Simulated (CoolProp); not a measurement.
Vapour-liquid equilibrium of carbon dioxide (1) + CH3F (R41) (2) at 0.712 MPa; x and y are mole fractions of (1).

Values from CoolProp's multi-fluid Helmholtz-energy mixture model, Span 1996 and Lemmon 2006; pair parameters Bell 2016.

Task: Give the bubble temperature and the first vapour's composition at x = 0.5, 0.725, 0.8. Is there an azeotrope?

Result: x = 0.5: 231.0 K, y = 0.613; x = 0.725: 227.9 K, y = 0.813; x = 0.8: 226.9 K, y = 0.871. No azeotrope shows between x = 0.05 and 0.95.

Pair parameters are fitted to limited data, so mixtures are less certain than the pure fluids.
